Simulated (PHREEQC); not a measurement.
Consider water at 60 °C and 100 atm with 0.0031 mol HCl, 0.016 mol Li2SO4 and 0.0046 mol Fe2(SO4)3 per kg of water. Closed to the air; pH follows from the charge balance.

All values are PHREEQC results (ion-association model, phreeqc.dat), not measurements.

This is a speciation only: nothing precipitates in the calculation.

Question: What pH, ionic strength does the model give?

Answer: pH 2.73; ionic strength 0.0636 mol/kgw.

Question: In which forms is S present?

Answer: SO4-2 58 %, FeSO4+ 19 %, HSO4- 12 %, Fe(SO4)2- 7.2 %, LiSO4- 3.5 % of the S.

The solution is supersaturated, for example in Hematite (slow to form), Goethite (slow to form), so a real one may precipitate; this is no full list. Under pressure, the constants of complexes without a molar volume in the database are unreliable. At this temperature some constants are extrapolated from 25 °C, and those without enthalpy data are left unchanged.
